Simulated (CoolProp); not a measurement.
The fluid at 293.15 K and 0.142 MPa flows at 0.33 m/s in a round tube of 4.6 mm bore and 45 µm roughness, fully developed (64/Re and Nu = 3.66 if laminar; Colebrook and Gnielinski if turbulent). The same conditions are run with several fluids, on thermodynamics alone (safety and materials aside).

The numbers come from the reference Helmholtz-energy equation of state of each fluid (nitrogen: Span 2000; R410A: Lemmon 2003; sulfur hexafluoride: Guder 2009; R407C: Lemmon 2003) in CoolProp. Blends and air are pseudo-pure fits.

| fluid | Reynolds number | Darcy friction factor | pressure drop (Pa/m) | heat-transfer coefficient (W/(m² K)) | mass flow (kg/h) |
|---|---|---|---|---|---|
| nitrogen | … | 0.454 | 8.77 | … | 0.0322 |
| R410A | 517 | … | 6.32 | 10.3 | 0.0852 |
| sulfur hexafluoride | … | … | … | 10.0 | 0.171 |
| R407C | 649 | … | 6.00 | 10.3 | … |

Some entries are withheld; supply them.


- nitrogen, Reynolds number: 141
- nitrogen, heat-transfer coefficient (W/(m² K)): 20.3
- R410A, Darcy friction factor: 0.124
- sulfur hexafluoride, Reynolds number: 876
- sulfur hexafluoride, Darcy friction factor: 0.0731
- sulfur hexafluoride, pressure drop (Pa/m): 7.48
- R407C, Darcy friction factor: 0.0986
- R407C, mass flow (kg/h): 0.102

Transport values come from each fluid's own correlations.
